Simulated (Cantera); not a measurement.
Feed: 1 mol MgCO₃, 1.8 mol O₂, 0.22 mol H₂S, held at 975 K and 750 Torr.

Cantera equilibrium calculation (NASA polynomials, part measured and part estimated; ideal gas, pure solids and liquids). Candidate condensed phases: C, C₆H₆, C₇H₈, C₈H₁₈, H₂O, H₂SO₄, Mg, MgCO₃, MgO, Mg(OH)₂, MgS, MgSO₄, S; 130 gas species. Rates play no part.

Base state: O₂ 0.527, CO₂ 0.388, H₂O 0.0853 (mole fractions); condensed: MgO(s) + MgSO₄(s).

Q: What changes in the equilibrium state with this change: temperature from 975 K to 1973 K?

A: 
```tsv
species	before	after
O₂	0.527	0.504
CO₂	0.388	0.343
SO₂	1.22e-6	0.0752
H₂O	0.0853	0.0745
CO	<1e-9	0.000508
O	<1e-9	0.000385
H₂	<1e-9	2.46e-5
MgO(s), mol	0.780	1.000
MgSO₄(s), mol	0.220	0
```

Q: What changes in the equilibrium state with this change: temperature from 975 K to 1325 K?

A: 
| species | before | after |
|---|---|---|
| O₂ | 0.527 | 0.504 |
| CO₂ | 0.388 | 0.345 |
| H₂O | 0.0853 | 0.0758 |
| SO₂ | 1.22e-6 | 0.0706 |
| SO₃ | 2.16e-6 | 0.00517 |
| OH | 8.09e-8 | 1.51e-5 |
| MgO(s), mol | 0.780 | 1.00 |
| MgSO₄(s), mol | 0.220 | 0 |
